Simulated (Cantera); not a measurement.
Feed: 1 mol CH2F2, 0.074 mol HCl, at 3275 °C and 11.0 Pa.

These are equilibrium values from Cantera (NASA tables, ideal gas, pure condensed phases), not measurements of a reactor. Candidate condensed phases: C, C6H6, C7H8, C8H18; 118 gas species. Rates play no part.

Base state: H 0.402, F 0.387, C 0.192, Cl 0.0144, HF 0.00276, C2 0.00113, CF 0.000591, C3 5.13e-5 (mole fractions); condensed: gas only.

Problem. What changes in the equilibrium state with this change: temperature from 3275 °C to 1877 °C?

Solution. 
```csv
species,before,after
HF,0.00276,0.932
Cl,0.0144,0.0286
H,0.402,0.0251
F,0.387,0.00434
C,0.192,5.59e-6
HCl,2.23e-6,0.00607
C2,0.00113,6.74e-7
H2,4.11e-5,0.00391
CF,0.000591,4.01e-5
"C(graphite), mol",0,1.000
```
